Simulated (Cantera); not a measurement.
A closed system holds: 1 mol (CH3)2SiCl2, 1.3 mol C2H4, 5.3 mol H2, equilibrated at 1775 K and 0.00460 bar.

Cantera equilibrium calculation (NASA polynomials, part measured and part estimated; ideal gas, pure solids and liquids). Candidate condensed phases: C, C6H6, C7H8, C8H18, Si, SiC; 109 gas species. The feed counts by its element totals alone. The tables' values for SiCl3, SiCl are old estimates; treat these amounts as uncertain. Rates play no part.

Base state: H2 0.831, HCl 0.163, H 0.00389, SiCl2 0.00219, Cl 0.000585, C2H2 (acetylene) 0.000118, SiCl3 1.50e-5, SiCl 1.25e-5 (mole fractions); condensed: C(graphite) + SiC(s).

What changes in the equilibrium state with this change: (CH3)2SiCl2 replaced by CH3SiH3?


```
species             before     after
----------------  --------  --------
H2                   0.831     0.996
H                  0.00389   0.00426
C2H2 (acetylene)  0.000118  0.000142
HCl                  0.163         0
SiCl2              0.00219         0
Si                 1.02e-5   1.02e-5
Cl                0.000585         0
SiCl3              1.50e-5         0
C(graphite), mol      3.62      2.60
SiC(s), mol          0.973     1.000
```

What changes in the equilibrium state with this change: pressure from 0.00460 bar to 0.150 bar?


```csv
species,before,after
H2,0.831,0.833
HCl,0.163,0.163
SiCl2,0.00219,0.00220
H,0.00389,0.000682
CH4,2.66e-6,8.72e-5
Si,1.02e-5,3.14e-7
"C(graphite), mol",3.62,3.62
"SiC(s), mol",0.973,0.973
```
The tables' values for SiCl3 are old estimates; treat these amounts as uncertain.
